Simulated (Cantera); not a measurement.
A Cantera script and what it prints.

```python
import numpy as np
import cantera as ct

gas_names = """
    CL CLO CL2 H HCL HOCL HO2 H2 H2O H2O2 O OH O2 O3 Si SiCL SiCL2 SiCL3 SiCL4 SiH SiHCL3 SiH2 SiH2CL2
    SiH3 SiH3CL SiH4 SiO SiO2 Si2 Si3
""".split()
cond_names = """
    H2O(s) H2O(L) Si(cr) Si(L) SiO2(Lqz) SiO2(hqz) SiO2(L)
""".split()


# ... load() reads the species with a 1 bar reference pressure and builds the phases ...
atoms = {
    'SiH2Cl2': {'Si': 1, 'H': 2, 'CL': 2},
    'H2O': {'H': 2, 'O': 1},
}
top_T = {}  # K; cautious upper limits of use, not melting points


# ... equilibrate(T, P, feed) seeds the gas with the atoms and calls Mixture.equilibrate('TP', solver="vcs", rtol=1e-11, max_steps=5000) ...
results = []
T = 1675  # K
P = 17  # Pa
for m in [2.5, 2.9, 3.4, 4, 4.6, 5.4, 6.3, 7.3, 8.5, 9.9, 12, 13]:
    feed = {'SiH2Cl2': 1, 'H2O': m}  # mol
    mix = equilibrate(T, P, feed)
    results.append((T, P, feed, dict(zip(mix.species_names, mix.species_moles))))

top = {s: max(r[3][s] / sum(r[3][g] for g in gas_names) for r in results) for s in gas_names}
cols = sorted((s for s in top if top[s] > 1e-06), key=lambda s: -top[s])[:9]
seen = [c for c in cond_names if any(r[3].get(c, 0) > 1e-12 for r in results)]
print("log10 of partial pressures in bar; condensed amounts in mol")
print(f"{'n(H2O)':>10s}" + "".join(f"{s[:9]:>10s}" for s in cols + seen))
for T, P, feed, n in results:
    ng = sum(n[g] for g in gas_names)
    print(f"{feed['H2O']:10.4g}" + "".join(f"{np.log10(max(n[s] / ng * P / 1e5, 1e-99)):10.3f}" for s in cols)
          + "".join(f"{n.get(c, 0):10.4g}" for c in seen))
```

Output:

```
log10 of partial pressures in bar; condensed amounts in mol
    n(H2O)       H2O        H2       HCL         H        CL       SiO        OH        O2         O SiO2(hqz)
       2.5    -4.714    -4.130    -4.130    -6.000    -6.108    -6.220    -7.900   -10.793    -9.863    0.9839
       2.9    -4.504    -4.165    -4.167    -6.017    -6.127    -6.465    -7.672   -10.303    -9.618      0.99
       3.4    -4.357    -4.206    -4.209    -6.038    -6.148    -6.654    -7.504    -9.926    -9.429    0.9929
         4    -4.248    -4.251    -4.254    -6.061    -6.172    -6.807    -7.373    -9.619    -9.276    0.9945
       4.6    -4.176    -4.292    -4.296    -6.081    -6.193    -6.920    -7.281    -9.392    -9.162    0.9953
       5.4    -4.109    -4.341    -4.346    -6.106    -6.218    -7.036    -7.189    -9.160    -9.046     0.996
       6.3    -4.057    -4.391    -4.396    -6.131    -6.243    -7.138    -7.112    -8.957    -8.945    0.9964
       7.3    -4.016    -4.440    -4.445    -6.155    -6.268    -7.229    -7.046    -8.776    -8.854    0.9967
       8.5    -3.980    -4.492    -4.498    -6.181    -6.295    -7.317    -6.984    -8.599    -8.766     0.997
       9.9    -3.949    -4.546    -4.553    -6.208    -6.323    -7.401    -6.927    -8.430    -8.682    0.9972
        12    -3.918    -4.616    -4.624    -6.243    -6.359    -7.503    -6.860    -8.226    -8.580    0.9974
        13    -3.906    -4.646    -4.654    -6.258    -6.374    -7.544    -6.834    -8.144    -8.538    0.9974
```

Cantera equilibrium calculation (NASA polynomials, part measured and part estimated; ideal gas, pure solids and liquids). The tables hold silica as quartz up to 1696 K and as liquid above; real silica turns to tridymite and cristobalite and melts near 1996 K.
